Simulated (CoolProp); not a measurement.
Vapour-liquid equilibrium of methanol (1) + ethylbenzene (2) at 10.3 bar; x and y are mole fractions of (1).

Model: multi-fluid Helmholtz-energy mixture model, de Reuck 1993 and Zhou 2012; pair parameters Bell 2016, in CoolProp.

| x | bubble temperature (K) | y at the bubble point | dew temperature at overall composition x (K) | liquid density (mol/L) |
|---|---|---|---|---|
| 0.05 | 490.8 | 0.386 | 519.6 | 6.493 |
| 0.2 | 445.8 | 0.752 | 507.3 | 7.733 |
| 0.35 | 431.4 | 0.830 | 494.2 | 8.872 |
| 0.5 | 424.8 | 0.866 | 479.3 | 10.25 |
| 0.65 | 420.2 | 0.894 | 461.2 | 12.12 |
| 0.8 | 416.2 | 0.928 | 437.2 | 14.80 |
| 0.95 | 412.2 | 0.978 | 414.2 | 18.88 |

No azeotrope shows between x = 0.05 and 0.95.

Pair parameters are fitted to limited data, so mixtures are less certain than the pure fluids. With so large a gap from Raoult's law the liquid may split in two, which this calculation doesn't test in full.
